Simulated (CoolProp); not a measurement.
Vapour-liquid equilibrium of R125 (1) + R115 (2) at 8.07 bar; x and y are mole fractions of (1).

Values from CoolProp's multi-fluid Helmholtz-energy mixture model, Lemmon 2005 and Lemmon 2016; pair parameters Bell 2016.

```
x     bubble temperature, mixture model (°C)  bubble temperature, Raoult's law (°C)  y, mixture model  y, Raoult's law
----  --------------------------------------  -------------------------------------  ----------------  ---------------
0.05                                    18.4                                   19.8             0.095            0.074
0.15                                    14.7                                   18.0             0.247            0.212
0.25                                    12.0                                   16.3             0.365            0.337
0.35                                    10.0                                   14.7             0.462            0.451
0.45                                     8.4                                   13.1             0.545            0.555
0.55                                     7.3                                   11.7             0.622            0.650
0.65                                     6.5                                   10.3             0.695            0.739
0.75                                     5.9                                    9.0             0.771            0.820
0.85                                     5.7                                    7.8             0.853            0.896
0.95                                     5.8                                    6.6             0.946            0.967
```

The largest gap from Raoult's law is -4.7 K in bubble temperature, at x = 0.45. y crosses x between x = 0.85 and 0.95: the model has an azeotrope there.

The pair parameters rest on a limited set of measurements; away from them the model extrapolates.
